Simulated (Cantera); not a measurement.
Gas mixture: 100 % C₂H₆, at 4.93 atm, frozen composition.

Cantera's kinetic-theory transport with the Lennard-Jones parameters of GRI-Mech 3.0, ideal gas; thermal conductivity in the multicomponent form. The composition is frozen, though it would react at the higher temperatures.

One state of this run: ρ (kg/m³) = 3.62; cp (J/kg/K) = 2585; μ (µPa s) = 15.0; λ (mW/m/K) = 51.5; Pr = 0.753; D (cm²/s) CH₄ = 0.0817; D (cm²/s) CH₃ = 0.0822; D (cm²/s) H₂ = 0.280. D: mixture-averaged diffusion coefficient of that species in the mixture.

Task: Which value of T (K) does it belong to?
A) 600
B) 1100
C) 500
D) 800

Result: C, 500
